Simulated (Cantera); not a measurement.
Charge: 1 mol B₂O₃, 0.96 mol H₂O, 0.15 mol N₂.

Method: chemical equilibrium by Gibbs-energy minimisation in Cantera with the NASA 1993 tables (ideal gas, pure condensed phases). Candidate condensed phases: B, BN, B₂O₃, B₃O₃H₃, H₂O; 39 gas species. Gases not in the tables: H₃BO₃. Equilibrium is a limit: real reactors are often held back by kinetics, nucleation or transport.

Stable condensed phases, one row left out:

```
T in K \ P in Pa
             10     28     77    220    600   1700   4600  13000  36000 100000
   1750       A      A      A      A      A      B      B      B      B      B
   1700       A      A      A      A      B      B      B      B      B      B
   1650       A      A      A      A      B      B      B      B      B      B
   1600       A      A      A      B      B      B      B      B      B      B
   1550       A      A      B      B      B      B      B      B      B      B
   1500       A      B      B      B      B      B      B      B      B      B
   1400       B      B      B      B      B      B      B      B      B      B
   1350       B      B      B      B      B      B      B      B      B      B
   1300       B      B      B      B      B      B      B      B      B      B
```

A: gas only; B: B₂O₃.

Question: Give the row for 1450 K.

Answer: 10: B₂O₃; 28: B₂O₃; 77: B₂O₃; 220: B₂O₃; 600: B₂O₃; 1700: B₂O₃; 4600: B₂O₃; 13000: B₂O₃; 36000: B₂O₃; 100000: B₂O₃.
